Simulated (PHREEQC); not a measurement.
Solution (20 °C): 0.0064 mol CdSO4 and 0.0013 mol MnSO4 per kg of water. Closed to the air; pH follows from the charge balance.

Computed with PHREEQC (ion-association model, wateq4f.dat).

Precipitation was switched off in this run.

**Question.** Order these Cd species by the share of Cd that they hold, largest first: CdSO4, Cd+2, Cd(SO4)2-2.

**Answer.** Cd+2 (67 %), CdSO4 (31 %), Cd(SO4)2-2 (1.9 %)

The pH is 6.44 and the ionic strength 0.0211 mol/kgw.
